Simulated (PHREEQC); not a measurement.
Consider water at 25 °C with 0.001 mol NiSO4 and 6.6e-05 mol FeSO4 per kg of water. Closed to the air; pH follows from the charge balance.

Equilibrium calculation in PHREEQC: ion-association model, wateq4f.dat.

```json
[
 {"quantity": "pH", "before": "6.47", "after": "6.70"},
 {"quantity": "ionic strength (mol/kgw)", "before": "0.00384", "after": "0.00387"},
 {"quantity": "SO4-2 (mol/kgw)", "before": "0.000961", "after": "0.000968"},
 {"quantity": "Fe+2 (mol/kgw)", "before": "5.99e-5", "after": "5.98e-5"},
 {"quantity": "FeSO4 (mol/kgw)", "before": "6.05e-6", "after": "6.08e-6"},
 {"quantity": "FeOH+ (mol/kgw)", "before": "4.65e-8", "after": "7.80e-8"},
 {"quantity": "SI of Melanterite (FeSO4:7H2O)", "before": "-5.26", "after": "-5.26"}
]
```

Q: Name the change that produced these shifts.
(A) FeSO4 from 6.6e-05 to 0.00066 mol/kgw
(B) temperature from 25 to 30 °C
(C) NiSO4 replaced by MnSO4 at the same molality
(D) NiSO4 left out

A: C, NiSO4 replaced by MnSO4 at the same molality

Precipitation was switched off in this run.
